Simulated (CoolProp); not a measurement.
Vapour-liquid equilibrium of benzene (1) + n-dodecane (2) at 407 K; x and y are mole fractions of (1).

The numbers come from the multi-fluid Helmholtz-energy mixture model, Thol 2012 and Lemmon 2004; pair parameters Bell 2016 in CoolProp.

```tsv
x	bubble pressure (MPa)	y at the bubble point	dew pressure at overall composition x (MPa)	liquid density (mol/L)
0.05	0.02382	___	___	4.027
0.15	0.05973	0.875	0.009982	___
0.25	___	0.933	0.01128	4.629
0.35	0.1418	0.958	0.01296	4.991
0.45	0.1834	0.972	0.01523	5.405
0.55	___	0.981	0.01845	5.886
0.65	0.2643	0.987	0.02342	6.452
0.75	0.3049	___	0.03205	7.128
0.85	0.3469	0.995	0.05087	7.954
0.95	___	0.999	0.1248	8.984
```

Complete the blanks.


- 0.05, y at the bubble point: 0.656
- 0.05, dew pressure at overall composition x (MPa): 0.008952
- 0.15, liquid density (mol/L): 4.311
- 0.25, bubble pressure (MPa): 0.09999
- 0.55, bubble pressure (MPa): 0.2241
- 0.75, y at the bubble point: 0.991
- 0.95, bubble pressure (MPa): 0.3907

No azeotrope shows between x = 0.05 and 0.95.

Pair parameters are fitted to limited data, so mixtures are less certain than the pure fluids.
